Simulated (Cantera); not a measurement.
NO annealing gas

A perfectly stirred reactor is fed with NO : N₂ = 1 : 0.17 (molar parts), at 0.799 atm; it is held at 1900 K, and followed from long to short residence time.

Detailed kinetics in Cantera: GRI-Mech 3.0 (53 species, 325 reactions).

```json
[
 {"τ (s)": "27", "x NO": "0.0983", "x NO₂": "0.000244", "x N₂": "0.523", "x O": "0.000206", "x O₂": "0.378", "x N₂O": "4.04e-6"},
 {"τ (s)": "9.6", "x NO": "0.182", "x NO₂": "0.000427", "x N₂": "0.481", "x O": "0.000194", "x O₂": "0.336", "x N₂O": "1.34e-5"},
 {"τ (s)": "3.5", "x NO": "0.313", "x NO₂": "0.000658", "x N₂": "0.416", "x O": "0.000176", "x O₂": "0.270", "x N₂O": "3.95e-5"},
 {"τ (s)": "1.2", "x NO": "0.491", "x NO₂": "0.000850", "x N₂": "0.327", "x O": "0.000146", "x O₂": "0.181", "x N₂O": "9.86e-5"},
 {"τ (s)": "0.45", "x NO": "0.647", "x NO₂": "0.000859", "x N₂": "0.249", "x O": "0.000114", "x O₂": "0.103", "x N₂O": "0.000175"},
 {"τ (s)": "0.16", "x NO": "0.761", "x NO₂": "0.000712", "x N₂": "0.192", "x O": "8.21e-5", "x O₂": "0.0463", "x N₂O": "0.000246"},
 {"τ (s)": "0.058", "x NO": "0.817", "x NO₂": "0.000545", "x N₂": "0.164", "x O": "6.03e-5", "x O₂": "0.0183", "x N₂O": "0.000285"},
 {"τ (s)": "0.021", "x NO": "0.841", "x NO₂": "0.000432", "x N₂": "0.152", "x O": "4.79e-5", "x O₂": "0.00664", "x N₂O": "0.000296"},
 {"τ (s)": "0.0076", "x NO": "0.849", "x NO₂": "0.000364", "x N₂": "0.148", "x O": "4.09e-5", "x O₂": "0.00223", "x N₂O": "0.000281"},
 {"τ (s)": "0.0027", "x NO": "0.853", "x NO₂": "0.000301", "x N₂": "0.146", "x O": "3.47e-5", "x O₂": "0.000627", "x N₂O": "0.000234"}
]
```
x: mole fraction; the columns are a selection and need not sum to one.
